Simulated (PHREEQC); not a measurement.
Synthetic water in mmol/kgw, 20 °C, pH 7.4:

```json
[
 {"constituent": "Na", "mmol/kgw": "63"},
 {"constituent": "K", "mmol/kgw": "0.2"},
 {"constituent": "Ca", "mmol/kgw": "7.94"},
 {"constituent": "Mg", "mmol/kgw": "6.94"},
 {"constituent": "Cl", "mmol/kgw": "92.5"},
 {"constituent": "S(6)", "mmol/kgw": "1.6"},
 {"constituent": "Alkalinity (meq/kgw)", "mmol/kgw": "0.0626"},
 {"constituent": "Si", "mmol/kgw": "0.104"}
]
```

Valence states are taken as typed.

Model: Pitzer model, pitzer.dat, run in PHREEQC.

Task: The ionic strength comes out as 0.111 mol/kgw. What activity coefficients do Mg+2, SO4-2, K+, Cl-, Ca+2 get?

Result: Mg+2 0.38, SO4-2 0.25, K+ 0.77, Cl- 0.76, Ca+2 0.37. Single-ion values are on the MacInnes scale.

This is a speciation only: nothing precipitates in the calculation.
